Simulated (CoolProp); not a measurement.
R1132(E) at several states: fugacity coefficient from the reference equation and from simpler models built on Tc = 348.8 K, pc = 51.74 bar, ω = 0.245; each cubic takes its own stable root.

The numbers come from the reference Helmholtz-energy equation of state, Akasaka 2024 in CoolProp.

```
T (K)  p (bar)          phase  reference
-----  -------  -------------  ---------
370.6       65  supercritical     0.6624
324.1     4.16            gas     0.9643
291.6     2.19            gas     0.9731
371.9       65  supercritical     0.6671
```

Task: How far does each simpler model (van der Waals, Redlich-Kwong, Soave-Redlich-Kwong, Peng-Robinson) lie from the reference over these 4 states: mean and median of the absolute difference, and the worst?

Result: 
- van der Waals: mean 1.1 %, median 1.1 %, worst +1.5 % at 370.6 K and 65 bar
- Redlich-Kwong: mean 0.4 %, median 0.4 %, worst -0.6 % at 371.9 K and 65 bar
- Soave-Redlich-Kwong: mean 0.7 %, median 0.7 %, worst +1.3 % at 370.6 K and 65 bar
- Peng-Robinson: mean 1.4 %, median 1.4 %, worst -2.6 % at 371.9 K and 65 bar
